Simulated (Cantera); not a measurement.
**Ammonia decomposition in nitride growth gas**

An isothermal, constant-pressure homogeneous reactor starts with NH3 : N2 = 0.65 : 0.16 (molar parts), at 2350 K and 1.40 bar.

Detailed kinetics in Cantera: the gas-phase N/H chemistry of the illustrative SiF4/NH3 mechanism in the Surface Chemkin manual (1991). Walls and surfaces, which speed up NH3 decomposition in real reactors, are not modelled.

```json
[
 {"t (s)": "4.00e-6", "x NH3": "0.799", "x H2": "0.00128", "x N": "5.19e-8", "x NH2": "0.00231", "x NH": "1.50e-5"},
 {"t (s)": "1.31e-5", "x NH3": "0.790", "x H2": "0.00638", "x N": "3.70e-7", "x NH2": "0.00535", "x NH": "5.82e-5"},
 {"t (s)": "4.29e-5", "x NH3": "0.760", "x H2": "0.0317", "x N": "1.48e-6", "x NH2": "0.00561", "x NH": "8.18e-5"},
 {"t (s)": "0.000141", "x NH3": "0.670", "x H2": "0.107", "x N": "4.01e-6", "x NH2": "0.00457", "x NH": "9.86e-5"},
 {"t (s)": "0.000461", "x NH3": "0.462", "x H2": "0.280", "x N": "7.05e-6", "x NH2": "0.00320", "x NH": "0.000104"},
 {"t (s)": "0.00151", "x NH3": "0.171", "x H2": "0.523", "x N": "8.84e-6", "x NH2": "0.00156", "x NH": "8.20e-5"},
 {"t (s)": "0.00494", "x NH3": "0.0117", "x H2": "0.654", "x N": "9.01e-6", "x NH2": "0.000248", "x NH": "3.33e-5"},
 {"t (s)": "0.0162", "x NH3": "0.000180", "x H2": "0.660", "x N": "1.08e-6", "x NH2": "7.50e-6", "x NH": "2.01e-6"},
 {"t (s)": "0.0530", "x NH3": "3.48e-5", "x H2": "0.661", "x N": "2.11e-7", "x NH2": "1.46e-6", "x NH": "3.92e-7"},
 {"t (s)": "0.174", "x NH3": "1.05e-5", "x H2": "0.661", "x N": "6.33e-8", "x NH2": "4.37e-7", "x NH": "1.18e-7"},
 {"t (s)": "0.569", "x NH3": "5.57e-6", "x H2": "0.661", "x N": "3.37e-8", "x NH2": "2.33e-7", "x NH": "6.27e-8"},
 {"t (s)": "1.86", "x NH3": "5.33e-6", "x H2": "0.661", "x N": "3.23e-8", "x NH2": "2.23e-7", "x NH": "6.00e-8"},
 {"t (s)": "6.11", "x NH3": "5.33e-6", "x H2": "0.661", "x N": "3.23e-8", "x NH2": "2.23e-7", "x NH": "6.00e-8"},
 {"t (s)": "20.0", "x NH3": "5.33e-6", "x H2": "0.661", "x N": "3.23e-8", "x NH2": "2.23e-7", "x NH": "6.00e-8"}
]
```
x: mole fraction; the columns are a selection and need not sum to one.

Equilibrium at this temperature and pressure: NH3 5.33e-6, H2 0.661, N 3.23e-8, NH2 2.23e-7, NH 6.00e-8 (gas phase only).
